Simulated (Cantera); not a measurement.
What does this Cantera script print?

```python
import numpy as np
import cantera as ct

gas_names = [...]  # 113 gases of nasa_gas.yaml made of C, H, O, Pb
cond_names = """
    C(gr) C6H6(L) C7H8(L) C8H18(L),n-octa H2O(s) H2O(L) Pb(cr) Pb(L) PbO(rd) PbO(yw) PbO(L) PbO2(s)
    Pb3O4(s)
""".split()


# ... load() reads the species with a 1 bar reference pressure and builds the phases ...
atoms = {
    'Pb': {'Pb': 1},
    'CO': {'C': 1, 'O': 1},
    'H2': {'H': 2},
    'CO2': {'C': 1, 'O': 2},
}
top_T = {'C(gr)': 4500, 'Pb3O4(s)': 820}  # K; cautious upper limits of use, not melting points


# ... equilibrate(T, P, feed) seeds the gas with the atoms and calls Mixture.equilibrate('TP', solver="vcs", rtol=1e-11, max_steps=5000) ...
results = []
feed = {'Pb': 1, 'CO': 11, 'H2': 13, 'CO2': 0.44}  # mol
P = 1333.22  # Pa
for T in [798, 948, 1098, 1248, 1398, 1548, 1698, 1848, 1998]:
    mix = equilibrate(T, P, feed)
    results.append((T, P, feed, dict(zip(mix.species_names, mix.species_moles))))
    x = sorted(zip(gas.X, gas.species_names), reverse=True)
    print(f"T = {T:g} K  P = {P:g} Pa  gas = {mix.phase_moles(0):.4g} mol")
    print("   x: " + "  ".join(f"{s} {v:.3e}" for v, s in x if v > 0.001))
    print("   condensed (mol): " + ("  ".join(f"{mix.phase(i).name} {mix.phase_moles(i):.4g}"
          for i in range(1, mix.n_phases) if mix.phase_moles(i) > 1e-12) or "none"))
```

Output:

```
T = 798 K  P = 1333.22 Pa  gas = 21.29 mol
   x: H2 5.486e-01  CO 2.827e-01  CO2 1.122e-01  H2O 5.091e-02  CH4 5.573e-03
   condensed (mol): C(gr) 2.915  Pb(L) 0.9999
T = 948 K  P = 1333.22 Pa  gas = 24.44 mol
   x: H2 5.244e-01  CO 4.567e-01  CO2 1.118e-02  H2O 7.099e-03
   condensed (mol): Pb(L) 0.9912
T = 1098 K  P = 1333.22 Pa  gas = 24.66 mol
   x: H2 5.177e-01  CO 4.557e-01  H2O 9.524e-03  Pb 8.761e-03  CO2 8.326e-03
   condensed (mol): Pb(L) 0.784
T = 1248 K  P = 1333.22 Pa  gas = 25.44 mol
   x: H2 5.000e-01  CO 4.434e-01  Pb 3.931e-02  H2O 1.102e-02  CO2 6.276e-03
   condensed (mol): none
T = 1398 K  P = 1333.22 Pa  gas = 25.44 mol
   x: H2 4.987e-01  CO 4.446e-01  Pb 3.931e-02  H2O 1.225e-02  CO2 5.049e-03
   condensed (mol): none
T = 1548 K  P = 1333.22 Pa  gas = 25.44 mol
   x: H2 4.978e-01  CO 4.454e-01  Pb 3.930e-02  H2O 1.309e-02  CO2 4.201e-03
   condensed (mol): none
T = 1698 K  P = 1333.22 Pa  gas = 25.45 mol
   x: H2 4.967e-01  CO 4.459e-01  Pb 3.929e-02  H2O 1.368e-02  CO2 3.603e-03
   condensed (mol): none
T = 1848 K  P = 1333.22 Pa  gas = 25.48 mol
   x: H2 4.945e-01  CO 4.458e-01  Pb 3.924e-02  H2O 1.409e-02  H 3.229e-03  CO2 3.169e-03
   condensed (mol): none
T = 1998 K  P = 1333.22 Pa  gas = 25.56 mol
   x: H2 4.893e-01  CO 4.446e-01  Pb 3.911e-02  H2O 1.433e-02  H 9.718e-03  CO2 2.846e-03
   condensed (mol): none
```

Cantera equilibrium calculation (NASA polynomials, part measured and part estimated; ideal gas, pure solids and liquids).
